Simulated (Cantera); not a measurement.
A Cantera script and its output.

```python
import numpy as np
import cantera as ct

gas = ct.Solution("gri30.yaml")
gas.TPX = 1250, 8900, {'N2O': 1, 'O2': 0.59}
reactor = ct.IdealGasConstPressureReactor(gas, energy="off", clone=False)
net = ct.ReactorNet([reactor])
net.rtol, net.atol = 1e-08, 1e-18
show = ['N2O', 'O2', 'O', 'NO', 'N2', 'NO2']
times = np.geomspace(3e-06, 10, 13)

steps = ct.SolutionArray(gas, extra=["t"])
rows = []
print(f"{'t/s':>10s}{'T/K':>9s}{'P/Pa':>11s}" + "".join(f"{s:>11s}" for s in show))
for t in times:
    while net.time < t:
        t_next = net.step()
        steps.append(gas.state, t=t_next)
    rows.append([np.interp(t, steps.t, y) for y in (steps.T, steps.P, *steps(*show).X.T)])
    print(f"{t:10.3e}{rows[-1][0]:9.1f}{rows[-1][1]:11.4g}" + "".join(f"{x:11.3e}" for x in rows[-1][2:]))
rate = np.gradient(steps.T, steps.t)
print("integrator steps:", len(steps.t))
if steps.T.max() > steps.T[0] + 200:
    print(f"time of steepest temperature rise: {steps.t[rate.argmax()]:.4e} s")
gas.TPX = 1250, 8900, {'N2O': 1, 'O2': 0.59}
gas.equilibrate("TP")
print(f"equilibrium (TP): T = {gas.T:.1f} K  " + "  ".join(f"{s} {gas[s].X[0]:.3e}" for s in show))
```

Output:

```
       t/s      T/K       P/Pa        N2O         O2          O         NO         N2        NO2
 3.000e-06   1250.0       8900  6.289e-01  3.711e-01  1.260e-07  5.327e-10  1.299e-07  1.657e-18
 1.049e-05   1250.0       8900  6.289e-01  3.711e-01  4.225e-07  6.360e-09  4.698e-07  8.769e-17
 3.667e-05   1250.0       8900  6.289e-01  3.711e-01  1.285e-06  7.055e-08  1.810e-06  5.467e-15
 1.282e-04   1250.0       8900  6.289e-01  3.711e-01  2.917e-06  6.439e-07  7.706e-06  3.321e-13
 4.481e-04   1250.0       8900  6.289e-01  3.711e-01  3.815e-06  3.859e-06  3.252e-05  1.090e-11
 1.567e-03   1250.0       8900  6.288e-01  3.711e-01  3.841e-06  1.588e-05  1.220e-04  1.820e-10
 5.477e-03   1250.0       8900  6.283e-01  3.712e-01  3.841e-06  5.791e-05  4.346e-04  2.376e-09
 1.915e-02   1250.0       8900  6.268e-01  3.715e-01  3.841e-06  2.045e-04  1.525e-03  2.802e-08
 6.694e-02   1250.0       8900  6.215e-01  3.725e-01  3.840e-06  7.134e-04  5.313e-03  2.784e-07
 2.340e-01   1250.0       8900  6.033e-01  3.760e-01  3.836e-06  2.449e-03  1.824e-02  1.919e-06
 8.182e-01   1250.0       8900  5.449e-01  3.871e-01  3.821e-06  8.035e-03  5.990e-02  8.161e-06
 2.860e+00   1250.0       8900  3.883e-01  4.172e-01  3.759e-06  2.293e-02  1.716e-01  2.530e-05
 1.000e+01   1250.0       8900  1.358e-01  4.658e-01  3.406e-06  4.636e-02  3.520e-01  5.439e-05
integrator steps: 524
equilibrium (TP): T = 1250.0 K  N2O 5.508e-09  O2 5.214e-01  O 1.686e-07  NO 3.483e-04  N2 4.783e-01  NO2 2.189e-06
```

Model: GRI-Mech 3.0 (53 species, 325 reactions), integrated in Cantera. GRI-Mech 3.0 was tuned for natural gas; its chemistry of N2O as a main component is partial and can be far from experiment. The mechanism lacks the step 2 NO + O2 → 2 NO2, which can matter for NO2 below about 1400 K. The temperature is held fixed by assumption; the heat of reaction is taken as removed at once.
